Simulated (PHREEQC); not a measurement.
Solution (25 °C): 0.0033 mol/kgw H2SeO4. Closed to the air; pH follows from the charge balance.

The numbers come from PHREEQC with the ion-association model, wateq4f.dat.

Each row changes one thing in this solution. Precipitation was switched off in this run.

| case | pH | ionic strength (mol/kgw) | SeO4-2 (mol/kgw) | HSeO4- (mol/kgw) |
|---|---|---|---|---|
| as made | 2.25 | 0.00885 | 0.00277 | 0.000526 |
| H2SeO4 from 0.0033 to 0.00297 mol/kgw | 2.30 | 0.00803 | 0.00253 | 0.000441 |
| H2SeO4 replaced by Na2SeO4 at the same molality | [?] | 0.00990 | 0.00330 | 1.06e-8 |
| temperature from 25 to 70 °C | 2.30 | 0.00769 | 0.00219 | 0.00111 |
| diluted 100-fold with water | [?] | 9.88e-5 | 3.29e-5 | 9.47e-8 |
| temperature from 25 to 45 °C | 2.27 | 0.00836 | 0.00253 | 0.000772 |
| 0.0012 mol/kgw NaCl added | 2.25 | 0.0101 | 0.00278 | 0.000518 |
| temperature from 25 to 30 °C | [?] | 0.00873 | 0.00271 | 0.000585 |
| H2SeO4 from 0.0033 to 0.0066 mol/kgw | 1.98 | 0.0166 | 0.00499 | [?] |

**Question.** Complete the blanks.

**Answer.** 
- H2SeO4 replaced by Na2SeO4 at the same molality, pH: 7.02
- diluted 100-fold with water, pH: 4.19
- temperature from 25 to 30 °C, pH: 2.26
- H2SeO4 from 0.0033 to 0.0066 mol/kgw, HSeO4- (mol/kgw): 0.00161

Away from 25 °C the constants follow the database's enthalpies or fits; those with neither stay at their 25 °C values.
